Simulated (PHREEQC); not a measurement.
Solution (73 °C): 20 mmol/kgw PbCl2, 0.28 mmol/kgw NaNO3 and 41 mmol/kgw Zn(NO3)2. Closed to the air; pH follows from the charge balance.

Equilibrium calculation in PHREEQC: ion-association model, wateq4f.dat.

No solid was allowed to form.

### Question
What pH does the model give?

### Answer
pH 4.69.

### Question
In which forms is Cl present?

### Answer
Cl- 67 %, PbCl+ 19 %, ZnCl+ 13 % of the Cl.

The solution is supersaturated, for example in Pb(OH)2, so a real one may precipitate; this is no full list. Complexes and solids missing from the database can't appear. At this temperature some constants are extrapolated from 25 °C, and those without enthalpy data are left unchanged.
